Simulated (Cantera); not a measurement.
## Thermodynamics of boron, boron nitride and boron oxide, feed borazine + H2O + H2

A closed system holds: 1 mol borazine, a varied amount of H2O, 2.7 mol H2, at 825 °C and 0.430 bar.

Equilibrium computed with Cantera from the NASA thermochemical tables; the gas is ideal and each condensed phase is pure. Candidate condensed phases: B, BN, B2O3, B3O3H3, H2O; 39 gas species. The feed counts by its element totals alone. Mutual solubility and eutectic melting of coexisting phases are not modelled. Gases not in the tables: H3BO3. Equilibrium is a limit: real reactors are often held back by kinetics, nucleation or transport.

```
n(H2O) (mol)   x H2    x H2O    x N2  x (HBO2)3    x HBO2  n BN(s)  n B2O3(l)
------------  -----  -------  ------  ---------  --------  -------  ---------
1.2           0.943  0.00251  0.0540    1.45e-6   1.29e-5     2.21      0.394
1.5           0.933  0.00263  0.0641    1.56e-6   1.32e-5     2.01      0.493
2             0.918  0.00277  0.0788    1.68e-6   1.36e-5     1.68      0.659
2.6           0.903  0.00289  0.0937    1.79e-6   1.38e-5     1.28      0.858
3.4           0.887  0.00299   0.110    1.89e-6   1.41e-5    0.754       1.12
4.5           0.870  0.00308   0.127    1.97e-6   1.43e-5   0.0241       1.49
5.9           0.779    0.106   0.115   0.000400   8.40e-5        0       1.49
7.8           0.680    0.218   0.100    0.00118  0.000120        0       1.47
10            0.594    0.317  0.0873    0.00206  0.000145        0       1.45
13            0.506    0.417  0.0744    0.00311  0.000166        0       1.40
18            0.406    0.530  0.0596    0.00446  0.000188        0       1.33
```
x: gas mole fraction; n: condensed amount in mol.

From 1.2 mol H2O to 4.5 mol H2O the condensed part is BN(s) + B2O3(l). From 5.9 mol H2O to 18 mol H2O the condensed part is B2O3(l).
